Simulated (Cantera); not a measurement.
# Gas-phase reforming

An isothermal, constant-pressure homogeneous reactor starts with 20.5 % CH₄, 73.8 % CO₂, 5.74 % H₂, at 2100 K and 1730 Torr.

Detailed kinetics in Cantera: GRI-Mech 3.0 (53 species, 325 reactions).

```json
[
 {"t (s)": "4.00e-6", "x CH₄": "0.195", "x CO₂": "0.733", "x H₂": "0.0614", "x H₂O₂": "7.24e-12", "x CH₂": "8.41e-6", "x C₂H₂": "4.54e-5", "x HCO": "5.55e-7"},
 {"t (s)": "1.10e-5", "x CH₄": "0.168", "x CO₂": "0.716", "x H₂": "0.0793", "x H₂O₂": "2.91e-11", "x CH₂": "2.09e-5", "x C₂H₂": "0.00242", "x HCO": "4.39e-6"},
 {"t (s)": "3.01e-5", "x CH₄": "0.109", "x CO₂": "0.649", "x H₂": "0.128", "x H₂O₂": "7.66e-11", "x CH₂": "1.91e-5", "x C₂H₂": "0.0245", "x HCO": "4.03e-6"},
 {"t (s)": "8.26e-5", "x CH₄": "0.0516", "x CO₂": "0.531", "x H₂": "0.142", "x H₂O₂": "1.99e-10", "x CH₂": "1.45e-5", "x C₂H₂": "0.0524", "x HCO": "2.03e-6"},
 {"t (s)": "0.000227", "x CH₄": "0.0142", "x CO₂": "0.377", "x H₂": "0.0896", "x H₂O₂": "6.51e-10", "x CH₂": "1.28e-5", "x C₂H₂": "0.0616", "x HCO": "1.05e-6"},
 {"t (s)": "0.000622", "x CH₄": "0.00419", "x CO₂": "0.271", "x H₂": "0.0738", "x H₂O₂": "1.13e-9", "x CH₂": "9.82e-6", "x C₂H₂": "0.0435", "x HCO": "6.79e-7"},
 {"t (s)": "0.00171", "x CH₄": "0.00273", "x CO₂": "0.205", "x H₂": "0.102", "x H₂O₂": "6.66e-10", "x CH₂": "3.83e-6", "x C₂H₂": "0.0154", "x HCO": "3.81e-7"},
 {"t (s)": "0.00469", "x CH₄": "0.000478", "x CO₂": "0.173", "x H₂": "0.121", "x H₂O₂": "4.70e-10", "x CH₂": "4.23e-7", "x C₂H₂": "0.00103", "x HCO": "2.39e-7"},
 {"t (s)": "0.0129", "x CH₄": "1.07e-7", "x CO₂": "0.170", "x H₂": "0.123", "x H₂O₂": "5.31e-10", "x CH₂": "9.96e-11", "x C₂H₂": "1.70e-7", "x HCO": "2.38e-7"},
 {"t (s)": "0.0353", "x CH₄": "5.71e-10", "x CO₂": "0.170", "x H₂": "0.123", "x H₂O₂": "5.31e-10", "x CH₂": "<1e-12", "x C₂H₂": "<1e-12", "x HCO": "2.38e-7"},
 {"t (s)": "0.0968", "x CH₄": "5.71e-10", "x CO₂": "0.170", "x H₂": "0.123", "x H₂O₂": "5.31e-10", "x CH₂": "<1e-12", "x C₂H₂": "<1e-12", "x HCO": "2.38e-7"},
 {"t (s)": "0.266", "x CH₄": "5.71e-10", "x CO₂": "0.170", "x H₂": "0.123", "x H₂O₂": "5.31e-10", "x CH₂": "<1e-12", "x C₂H₂": "<1e-12", "x HCO": "2.38e-7"},
 {"t (s)": "0.729", "x CH₄": "5.71e-10", "x CO₂": "0.170", "x H₂": "0.123", "x H₂O₂": "5.31e-10", "x CH₂": "<1e-12", "x C₂H₂": "<1e-12", "x HCO": "2.38e-7"},
 {"t (s)": "2.00", "x CH₄": "5.71e-10", "x CO₂": "0.170", "x H₂": "0.123", "x H₂O₂": "5.31e-10", "x CH₂": "<1e-12", "x C₂H₂": "<1e-12", "x HCO": "2.38e-7"}
]
```
x: mole fraction; the columns are a selection and need not sum to one.

Equilibrium at this temperature and pressure: CH₄ 6.20e-10, CO₂ 0.170, H₂ 0.123, H₂O₂ 5.31e-10, CH₂ <1e-12, C₂H₂ <1e-12, HCO 2.38e-7 (gas phase only).
